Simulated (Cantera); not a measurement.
A closed system holds: 1 mol toluene, 13 mol H2, equilibrated at 1425 K and 0.0100 bar.

Method: chemical equilibrium by Gibbs-energy minimisation in Cantera with the NASA 1993 tables (ideal gas, pure condensed phases). Candidate condensed phases: C, C6H6, C7H8, C8H18; 76 gas species. Rates play no part.

Base state: H2 1.000, H 6.82e-5, CH4 3.77e-5 (mole fractions); condensed: C(graphite).

**Question.** What changes in the equilibrium state with this change: temperature from 1425 K to 2700 K?

**Answer.** 
```csv
species,before,after
H2,1.000,0.559
H,6.82e-5,0.425
C2H2 (acetylene),3.52e-6,0.0132
C2H,<1e-9,0.00106
C3,<1e-9,0.000880
C,<1e-9,0.000212
C4H2,<1e-9,0.000129
C2,<1e-9,8.43e-5
"C(graphite), mol",7.00,6.30
```
